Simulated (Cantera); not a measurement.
A freely propagating, adiabatic, planar premixed flame of 7.20 % CH4, 1.87 % H2, 18.9 % O2, 72.0 % N2, unburnt at 450 K and 140000 Pa; mixture-averaged transport, grid criteria slope 0.08 and curve 0.16, no radiation.

Model: GRI-Mech 3.0 (53 species, 325 reactions), integrated in Cantera. Burning velocities carry a grid error of a few per cent, more on coarse grids.

x: mole fraction of selected species; z is measured from the peak of heat release.

```csv
z (mm),T (K),u (m/s),x CH4,x H2,x O2,x H2O2,x NO,x CO
-0.942,450,0.599,0.0720,0.0185,0.190,2.34e-8,<1e-8,2.70e-6
-0.628,453,0.603,0.0719,0.0182,0.189,3.36e-7,<1e-8,3.89e-5
-0.471,462,0.614,0.0715,0.0177,0.189,1.55e-6,<1e-8,0.000183
-0.314,518,0.690,0.0685,0.0168,0.186,9.06e-6,___,0.00126
-0.157,876,1.17,0.0494,0.0153,0.158,3.11e-5,___,0.0102
-0.0785,1257,1.69,0.0277,0.0144,0.122,2.06e-5,___,0.0220
0,1623,2.20,0.00660,0.0119,0.0801,1.66e-6,___,0.0327
0.0785,1781,2.40,0.000433,0.00778,0.0566,6.55e-7,___,0.0287
0.157,1841,2.47,1.50e-5,0.00594,0.0489,5.47e-7,___,0.0208
0.314,1914,2.56,3.87e-8,0.00496,0.0441,4.10e-7,___,0.0128
0.628,1993,2.65,<1e-8,0.00360,0.0409,2.77e-7,___,0.00783
1.26,2057,2.73,<1e-8,0.00206,0.0388,1.80e-7,___,0.00463
2.51,2097,2.77,<1e-8,0.00104,0.0376,1.24e-7,___,0.00240
```

Fill in the missing entries.


- -0.314, x NO: 5.22e-8
- -0.157, x NO: 8.44e-7
- -0.0785, x NO: 2.12e-6
- 0, x NO: 4.20e-6
- 0.0785, x NO: 6.74e-6
- 0.157, x NO: 8.71e-6
- 0.314, x NO: 1.15e-5
- 0.628, x NO: 1.54e-5
- 1.26, x NO: 2.07e-5
- 2.51, x NO: 2.69e-5
